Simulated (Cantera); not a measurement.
## Low-pressure radical oxidation in H2/O2

An isothermal, constant-pressure homogeneous reactor starts with H2 : O2 = 0.25 : 1 (molar parts), at 1173 K and 10.00 Torr.

Computed with Cantera and GRI-Mech 3.0 (53 species, 325 reactions). Radical loss at walls, strong at low pressure, is not modelled. The temperature is held fixed by assumption; the heat of reaction is taken as removed at once.

```
t (s)        x H2   x O2      x OH     x HO2     x H2O    x H2O2
--------  -------  -----  --------  --------  --------  --------
2.00e-6     0.200  0.800  2.84e-12  1.74e-10    <1e-12    <1e-12
9.82e-6     0.200  0.800  5.92e-11  8.56e-10  1.19e-11    <1e-12
4.82e-5     0.200  0.800  9.04e-10   4.20e-9  9.58e-10  1.29e-12
0.000237    0.200  0.800   2.58e-8   2.09e-8   9.74e-8  3.11e-11
0.00116     0.178  0.788   0.00321   4.33e-6    0.0157   6.44e-8
0.00571   0.00715  0.715   0.00806   9.70e-6     0.175   3.26e-7
0.0280    0.00132  0.768   0.00349   8.11e-6     0.216   4.17e-7
0.138     4.74e-5  0.777  0.000665   1.35e-6     0.222   1.38e-7
0.676     3.05e-6  0.778  0.000172   1.33e-7     0.222   2.89e-8
3.32      3.68e-7  0.778   6.06e-5   2.09e-8     0.222   6.16e-9
16.3      6.11e-8  0.778   2.48e-5   9.70e-9     0.222   1.35e-9
80.0      1.78e-8  0.778   1.34e-5   1.27e-8     0.222  4.67e-10
```
x: mole fraction; the columns are a selection and need not sum to one.

Equilibrium at this temperature and pressure: H2 1.57e-8, O2 0.778, OH 1.26e-5, HO2 1.33e-8, H2O 0.222, H2O2 4.23e-10 (gas phase only).
